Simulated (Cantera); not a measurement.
Thermodynamics of abatement and gas-phase synthesis, feed N2O + H2 + H2O

Input: 1 mol N2O, 1.2 mol H2, 0.44 mol H2O, equilibrated at 3225 °C and 7500 Torr.

Method: chemical equilibrium by Gibbs-energy minimisation in Cantera with the NASA 1993 tables (ideal gas, pure condensed phases). Candidate condensed phases: H2O; 24 gas species. Equilibrium is a limit: real reactors are often held back by kinetics, nucleation or transport.

- x(H2O): 0.330
- x(N2): 0.325
- x(H2): 0.143
- x(OH): 0.0746
- x(H): 0.0704
- x(O): 0.0213
- x(O2): 0.0189
- x(NO): 0.0154
- x(HO2): 4.92e-5
- gas amount: 3.002 mol
